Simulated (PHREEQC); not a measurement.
Solution (20 °C): 0.17 mol/kgw HF and 0.02 mol/kgw H2SiF6. Closed to the air; pH follows from the charge balance.

Model: ion-association model, wateq4f.dat, run in PHREEQC.

```tsv
quantity	before	after
pH	1.43	1.92
ionic strength (mol/kgw)	0.0635	0.0153
HF (mol/kgw)	0.101	0.0981
H2F2 (mol/kgw)	0.0323	0.0301
F- (mol/kgw)	0.00255	0.00681
HF2- (mol/kgw)	0.000962	0.00247
SI of Quartz (SiO2)	-6.50	-8.22
```

Problem. Name the change that produced these shifts.
A) HF replaced by NH4HF2 at the same molality
B) temperature from 20 to 65 °C
C) H2SiF6 from 0.02 to 0.018 mol/kgw
D) H2SiF6 from 0.02 to 0.002 mol/kgw
E) H2SiF6 from 0.02 to 0.1 mol/kgw

Solution. D, H2SiF6 from 0.02 to 0.002 mol/kgw

Precipitation was switched off in this run. wateq4f.dat counts part of the HF as a dimer, H2F2, which phreeqc.dat doesn't know; its constant is uncertain. SiF6-2 is the database's only silicon fluoride.
